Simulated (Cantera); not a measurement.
An adiabatic, constant-pressure homogeneous reactor starts with CH4 : O2 : N2 = 1 : 1.05 : 3.96 (molar parts), at 1573 K and 120000 Pa. Integrator tolerance rtol = 1e-08.

Detailed kinetics in Cantera: GRI-Mech 3.0 (53 species, 325 reactions).

**Question.** What does this change do: constant volume in place of constant pressure?

**Answer.** 
| quantity | before | after |
|---|---|---|
| time of steepest temperature rise | 0.662 ms | 0.609 ms |
| temperature at 2.00 s | 2600 K | 2833 K |
| equilibrium temperature | 2600 K | 2833 K |
| x(CH4) at 2.00 s | 8.17e-12 (gas-phase equilibrium 9.21e-12) | 1.58e-11 (gas-phase equilibrium 1.79e-11) |
| x(O2) at 2.00 s | 6.85e-5 (gas-phase equilibrium 6.85e-5) | 0.000217 (gas-phase equilibrium 0.000217) |
| x(CH2CO) at 2.00 s | <1e-12 (gas-phase equilibrium <1e-12) | <1e-12 (gas-phase equilibrium <1e-12) |
| x(CH2) at 2.00 s | 2.19e-12 (gas-phase equilibrium 2.36e-12) | 1.19e-11 (gas-phase equilibrium 1.26e-11) |
| x(H) at 2.00 s | 0.0133 (gas-phase equilibrium 0.0133) | 0.0215 (gas-phase equilibrium 0.0215) |

**Question.** What does this change do: N2 3.96 to 6.5 parts?

**Answer.** 
| quantity | before | after |
|---|---|---|
| time of steepest temperature rise | 0.662 ms | 0.994 ms |
| temperature at 2.00 s | 2600 K | 2391 K |
| equilibrium temperature | 2600 K | 2391 K |
| x(CH4) at 2.00 s | 8.17e-12 (gas-phase equilibrium 9.21e-12) | 8.19e-12 (gas-phase equilibrium 9.21e-12) |
| x(O2) at 2.00 s | 6.85e-5 (gas-phase equilibrium 6.85e-5) | 8.60e-6 (gas-phase equilibrium 8.60e-6) |
| x(CH2CO) at 2.00 s | <1e-12 (gas-phase equilibrium <1e-12) | <1e-12 (gas-phase equilibrium <1e-12) |
| x(CH2) at 2.00 s | 2.19e-12 (gas-phase equilibrium 2.36e-12) | <1e-12 (gas-phase equilibrium <1e-12) |
| x(H) at 2.00 s | 0.0133 (gas-phase equilibrium 0.0133) | 0.00458 (gas-phase equilibrium 0.00458) |
